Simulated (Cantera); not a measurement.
Feed: 1 mol CH3SiH3, 190 mol H2, held at 998.15 K and 0.350 bar.

Method: chemical equilibrium by Gibbs-energy minimisation in Cantera with the NASA 1993 tables (ideal gas, pure condensed phases). Candidate condensed phases: C, C6H6, C7H8, C8H18, Si, SiC; 87 gas species. The feed counts by its element totals alone. The numbers say what is thermodynamically allowed, not how fast it happens.

Base state: H2 1.000, CH4 1.31e-5 (mole fractions); condensed: Si(s) + SiC(s).

**Question.** What changes in the equilibrium state with this change: CH3SiH3 replaced by SiCl4?

**Answer.** 
```
species       before     after
-----------  -------  --------
H2             1.000     0.990
HCl                0   0.00570
SiHCl3             0   0.00227
SiCl4              0   0.00188
SiH2Cl2            0  0.000294
Si(s), mol   0.00250     0.126
SiC(s), mol    0.997         0
```
The tables' values for SiCl3 are old estimates; treat these amounts as uncertain.
